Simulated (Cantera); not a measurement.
A closed system holds: 1 mol Fe2O3, 1.2 mol H2S, 2.8 mol N2, 3.3 mol O2, equilibrated at 1073 K and 11.0 bar.

These are equilibrium values from Cantera (NASA tables, ideal gas, pure condensed phases), not measurements of a reactor. Candidate condensed phases: Fe, FeO, Fe(OH)2, Fe(OH)3, FeS, FeSO4, FeS2, Fe2O3, Fe2(SO4)3, Fe3O4, H2O, H2SO4, S; 38 gas species. Equilibrium is a limit: real reactors are often held back by kinetics, nucleation or transport.

Base state: N2 0.439, H2O 0.188, O2 0.185, SO3 0.101, SO2 0.0870, H2SO4 0.000430, NO 4.63e-5 (mole fractions); condensed: Fe2O3(s).

What changes in the equilibrium state with this change: H2S from 1.2 to 0.38 mol?


```
species          before    after
-------------  --------  -------
N2                0.439    0.454
O2                0.185    0.423
H2O               0.188   0.0615
SO2              0.0870   0.0223
SO3               0.101   0.0392
H2SO4          0.000430  5.48e-5
NO2             4.84e-6  1.13e-5
NO              4.63e-5  7.12e-5
Fe2O3(s), mol      1.00     1.00
```

What changes in the equilibrium state with this change: temperature from 1073 K to 1575 K?


```tsv
species	before	after
N2	0.439	0.419
O2	0.185	0.220
H2O	0.188	0.180
SO3	0.101	0.00699
SO2	0.0870	0.173
OH	3.17e-7	0.000109
H2SO4	0.000430	1.36e-6
NO	4.63e-5	0.00130
NO2	4.84e-6	1.91e-5
Fe2O3(s), mol	1.00	1.000
```
